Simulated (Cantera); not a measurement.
A perfectly stirred reactor is fed with CH4 : N2 = 1 : 17 (molar parts), at 0.148 atm; it is held at 1525 K, and followed from long to short residence time.

Model: GRI-Mech 3.0 (53 species, 325 reactions), integrated in Cantera. GRI-Mech 3.0 stops at C3 and has no aromatics, soot or wall deposition, so with more carbon than oxygen in the feed, carbon stays in small species such as C2H2 where larger ones or solid carbon would form.

Question: What does this change do: CH4 1 to 2.4 parts?

Answer: 
```json
[
 {"quantity": "x(CH4) at τ = 15.0 s", "before": "0.0119", "after": "0.0251"},
 {"quantity": "x(CH2) at τ = 15.0 s", "before": "6.51e-9", "after": "6.21e-9"},
 {"quantity": "x(C2H4) at τ = 15.0 s", "before": "8.29e-5", "after": "0.000266"},
 {"quantity": "x(HCN) at τ = 15.0 s", "before": "2.74e-7", "after": "1.45e-7"},
 {"quantity": "x(H2) at τ = 15.0 s", "before": "0.0619", "after": "0.131"},
 {"quantity": "x(CH4) at τ = 0.230 s", "before": "0.0469", "after": "0.104"},
 {"quantity": "x(CH2) at τ = 0.230 s", "before": "2.40e-8", "after": "2.32e-8"},
 {"quantity": "x(C2H4) at τ = 0.230 s", "before": "0.000819", "after": "0.00154"},
 {"quantity": "x(HCN) at τ = 0.230 s", "before": "3.98e-9", "after": "2.21e-9"},
 {"quantity": "x(H2) at τ = 0.230 s", "before": "0.0113", "after": "0.0250"}
]
```

Question: What does this change do: CH4 1 to 0.23 parts?

Answer: 
```csv
quantity,before,after
x(CH4) at τ = 15.0 s,0.0119,0.00292
x(CH2) at τ = 15.0 s,6.51e-9,7.18e-9
x(C2H4) at τ = 15.0 s,8.29e-5,1.71e-5
x(HCN) at τ = 15.0 s,2.74e-7,7.81e-7
x(H2) at τ = 15.0 s,0.0619,0.0154
x(CH4) at τ = 0.230 s,0.0469,0.0113
x(CH2) at τ = 0.230 s,2.40e-8,2.37e-8
x(C2H4) at τ = 0.230 s,0.000819,0.000258
x(HCN) at τ = 0.230 s,3.98e-9,9.61e-9
x(H2) at τ = 0.230 s,0.0113,0.00271
```
